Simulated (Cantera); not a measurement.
What does this Cantera script print?

```python
import numpy as np
import cantera as ct

gas_names = """
    C CH CH2 CH3 CH2OH CH3O CH4 CH3OH CO CO2 COOH C2 C2H CHCO,ketyl C2H2,acetylene C2H2,vinylidene
    CH2CO,ketene C2H3,vinyl CH3CO,acetyl C2H4 C2H4O,ethylen CH3CHO,ethanal CH3COOH (HCOOH)2 C2H5 C2H6
    CH3OCH3 C2H5OH C2O C3 C3H3,propargyl C3H4,allene C3H4,propyne C3H4,cyclo- C3H5,allyl C3H6,propylene
    C3H6,cyclo- C3H6O C3H7,n-propyl C3H7,i-propyl C3H8 C3H8O,1propanol C3H8O,2propanol C3O2 C4 C4H2
    C4H4,1,3-cyclo- C4H6,butadiene C4H6,2-butyne C4H6,cyclo- C4H8,1-butene C4H8,cis2-buten
    C4H8,tr2-butene C4H8,isobutene C4H8,cyclo- (CH3COOH)2 C4H9,n-butyl C4H9,i-butyl C4H9,s-butyl
    C4H9,t-butyl C4H10,isobutane C4H10,n-butane C5 C5H6,1,3cyclo- C5H8,cyclo- C5H10,1-pentene
    C5H10,cyclo- C5H11,pentyl C5H11,t-pentyl C5H12,n-pentane C5H12,i-pentane CH3C(CH3)2CH3 C6H2
    C6H5,phenyl C6H5O,phenoxy C6H6 C6H5OH,phenol C6H10,cyclo- C6H12,1-hexene C6H12,cyclo- C6H13,n-hexyl
    C7H7,benzyl C7H8 C7H8O,cresol C7H14,1-heptene C7H15,n-heptyl C7H16,n-heptane C8H8,styrene
    C8H10,ethylbenz C8H16,1-octene C8H17,n-octyl C8H18,isooctane C8H18,n-octane C9H19,n-nonyl
    C10H8,naphthale C10H21,n-decyl C12H9,o-bipheny C12H10,bipheny H HCO HO2 H2 HCHO,formaldehy HCOOH H2O
    H2O2 O OH O2 O3 Ti TiO TiO2
""".split()
cond_names = """
    C(gr) C6H6(L) C7H8(L) C8H18(L),n-octa H2O(s) H2O(L) Ti(a) Ti(b) Ti(L) TiC(s) TiC(L) TiO(a) TiO(b)
    TiO(L) TiO2(ru) TiO2(L) Ti2O3(a) Ti2O3(b) Ti2O3(L) Ti3O5(a) Ti3O5(b) Ti3O5(L) Ti4O7(s) Ti4O7(L)
""".split()


def load(file, names, dense=False):
    # The tables refer to 1 bar. Condensed volumes are neglected.
    table = {s.name: s for s in ct.Species.list_from_file(file)}
    out = []
    for n in names:
        d = dict(table[n].input_data)
        d["thermo"] = dict(d["thermo"], **{"reference-pressure": 1e5})
        if dense:
            d["equation-of-state"] = {"model": "constant-volume", "density": "1e6 g/cm^3"}
        out.append(ct.Species.from_dict(d))
    return out


gas = ct.Solution(thermo="ideal-gas", species=load("nasa_gas.yaml", gas_names))
cond = {s.name: ct.Solution(thermo="fixed-stoichiometry", species=[s], name=s.name)
        for s in load("nasa_condensed.yaml", cond_names, dense=True)}
atoms = {
    'Ti': {'Ti': 1},
    'CO2': {'C': 1, 'O': 2},
    'H2': {'H': 2},
}
top_T = {'C(gr)': 4500}  # K; cautious upper limits of use, not melting points


def equilibrate(T, P, feed):
    n = {}
    for name, mol in feed.items():
        for a, k in atoms[name].items():
            n[a] = n.get(a, 0.0) + k * mol
    gas.TPX = T, P, n
    mass = sum(n.values()) * gas.mean_molecular_weight
    gas.equilibrate("TP")
    valid = [c for c in cond.values() if c.min_temp <= T <= top_T.get(c.name, c.max_temp)]
    mix = ct.Mixture([(gas, mass / gas.mean_molecular_weight)] + [(c, 0.0) for c in valid])
    mix.T, mix.P = T, P
    mix.equilibrate("TP", solver="vcs", rtol=1e-11, max_steps=5000)
    return mix


results = []
feed = {'Ti': 1, 'CO2': 23, 'H2': 190}  # mol
P = 39  # Pa
for T in [1373, 1473, 1573, 1673, 1773, 1873, 1973]:
    mix = equilibrate(T, P, feed)
    results.append((T, P, feed, dict(zip(mix.species_names, mix.species_moles))))

top = {s: max(r[3][s] / sum(r[3][g] for g in gas_names) for r in results) for s in gas_names}
cols = sorted((s for s in top if top[s] > 0.0001), key=lambda s: -top[s])[:8]
seen = [c for c in cond_names if any(r[3].get(c, 0) > 1e-12 for r in results)]
print("log10 of partial pressures in bar; condensed amounts in mol")
print(f"{'T/K':>10s}" + "".join(f"{s[:9]:>10s}" for s in cols + seen))
for T, P, feed, n in results:
    ng = sum(n[g] for g in gas_names)
    print(f"{T:10.4g}" + "".join(f"{np.log10(max(n[s] / ng * P / 1e5, 1e-99)):10.3f}" for s in cols)
          + "".join(f"{n.get(c, 0):10.4g}" for c in seen))
```

Result:

```
log10 of partial pressures in bar; condensed amounts in mol
       T/K        H2        CO       H2O         H       CO2        OH      TiO2  TiO2(ru)  Ti4O7(s)  Ti4O7(L)
      1373    -3.506    -4.399    -4.441    -7.231    -5.648    -9.914   -13.992         1         0         0
      1473    -3.507    -4.396    -4.437    -6.651    -5.720    -9.166   -12.394         1         0         0
      1573    -3.508    -4.393    -4.435    -6.145    -5.781    -8.514   -11.003         1         0         0
      1673    -3.510    -4.392    -4.433    -5.698    -5.835    -7.940    -9.783    0.9999         0         0
      1773    -3.514    -4.392    -4.434    -5.303    -5.882    -7.430    -8.703    0.9989         0         0
      1873    -3.523    -4.395    -4.432    -4.951    -5.917    -6.970    -7.764         0    0.2474         0
      1973    -3.538    -4.401    -4.440    -4.639    -5.954    -6.563    -6.971         0         0    0.2335
```

Method: chemical equilibrium by Gibbs-energy minimisation in Cantera with the NASA 1993 tables (ideal gas, pure condensed phases). Condensed phases not in the tables: Magnéli phases beyond Ti4O7.
